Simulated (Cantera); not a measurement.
Cantera run:

```python
import numpy as np
import cantera as ct

gas_names = """
    Fe H H2 H2S N NH NH2 NH3 N2 N2H2 N2H4 S SH SN S2 S8
""".split()
cond_names = """
    Fe(a) Fe(c) Fe(d) Fe(L) FeS(a) FeS(b) FeS(c) FeS(L) FeS2(s) S(cr1) S(cr2) S(L)
""".split()


def load(file, names, dense=False):
    # The tables refer to 1 bar. Condensed volumes are neglected.
    table = {s.name: s for s in ct.Species.list_from_file(file)}
    out = []
    for n in names:
        d = dict(table[n].input_data)
        d["thermo"] = dict(d["thermo"], **{"reference-pressure": 1e5})
        if dense:
            d["equation-of-state"] = {"model": "constant-volume", "density": "1e6 g/cm^3"}
        out.append(ct.Species.from_dict(d))
    return out


gas = ct.Solution(thermo="ideal-gas", species=load("nasa_gas.yaml", gas_names))
cond = {s.name: ct.Solution(thermo="fixed-stoichiometry", species=[s], name=s.name)
        for s in load("nasa_condensed.yaml", cond_names, dense=True)}
atoms = {
    'FeS2': {'Fe': 1, 'S': 2},
    'H2': {'H': 2},
    'N2': {'N': 2},
}
top_T = {'FeS2(s)': 1010}  # K; cautious upper limits of use, not melting points


def equilibrate(T, P, feed):
    n = {}
    for name, mol in feed.items():
        for a, k in atoms[name].items():
            n[a] = n.get(a, 0.0) + k * mol
    gas.TPX = T, P, n
    mass = sum(n.values()) * gas.mean_molecular_weight
    gas.equilibrate("TP")
    valid = [c for c in cond.values() if c.min_temp <= T <= top_T.get(c.name, c.max_temp)]
    mix = ct.Mixture([(gas, mass / gas.mean_molecular_weight)] + [(c, 0.0) for c in valid])
    mix.T, mix.P = T, P
    mix.equilibrate("TP", solver="vcs", rtol=1e-11, max_steps=5000)
    return mix


results = []
feed = {'FeS2': 1, 'H2': 580, 'N2': 0.84}  # mol
T = 1400  # K
P = 101325  # Pa
mix = equilibrate(T, P, feed)
results.append((T, P, feed, dict(zip(mix.species_names, mix.species_moles))))
print(gas.report(threshold=1e-06))
for i in range(1, mix.n_phases):
    print(f"{mix.phase(i).name:16s} {mix.phase_moles(i):12.5e} mol")
```

It prints:

```
       temperature   1400 K
          pressure   1.0132e+05 Pa
           density   0.018837 kg/m^3
  mean mol. weight   2.164 kg/kmol
   phase of matter   gas

                          1 kg             1 kmol
                     ---------------   ---------------
          enthalpy        1.5296e+07        3.3101e+07  J
   internal energy        9.9171e+06         2.146e+07  J
           entropy             81912        1.7726e+05  J/K
    Gibbs function       -9.9381e+07       -2.1506e+08  J
 heat capacity c_p             14796             32018  J/K
 heat capacity c_v             10954             23704  J/K

                      mass frac. Y      mole frac. X     chem. pot. / RT
                     ---------------   ---------------   ---------------
                 H        2.2453e-06        4.8203e-06           -9.1979
                H2           0.92705            0.9951           -18.396
               H2S          0.054117         0.0034367           -35.687
               NH3        2.5732e-05        3.2695e-06           -43.758
                N2            0.0187         0.0014445           -32.329
                SH        9.0705e-05        5.9358e-06           -26.489
     [  +10 minor]        9.8457e-06        3.3754e-07

Fe(c)             9.99991e-01 mol
FeS(c)            0.00000e+00 mol
S(L)              0.00000e+00 mol
```

Method: chemical equilibrium by Gibbs-energy minimisation in Cantera with the NASA 1993 tables (ideal gas, pure condensed phases).
